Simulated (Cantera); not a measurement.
Input: 1 mol CO₂, 0.64 mol H₂, 2.1 mol H₂O, at 100 Torr.

Equilibrium computed with Cantera from the NASA thermochemical tables; the gas is ideal and each condensed phase is pure. Candidate condensed phases: C, C₆H₆, C₇H₈, C₈H₁₈, H₂O; 110 gas species. Kinetics and transport are ignored.

### Question
At 2000 °C, list the 7 most abundant gas species with their mole fractions, and the condensed phases.

### Answer
H₂O 0.645, CO₂ 0.163, CO 0.102, H₂ 0.0730, OH 0.00853, H 0.00622, O₂ 0.00184. Condensed: gas only.
